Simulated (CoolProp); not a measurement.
The numbers come from the reference Helmholtz-energy equation of state, Wagner 2002 in CoolProp.

Question: Give the vapour pressure (kPa), liquid density (kg/m³), liquid cp (kJ/(kg K)) of saturated water at 440.6, 502.6 K.

Answer: 
```tsv
T (K)	p (kPa)	liquid density (kg/m³)	liquid cp (kJ/(kg K))
440.6	745	900	4.36
502.6	2770	828	4.68
```
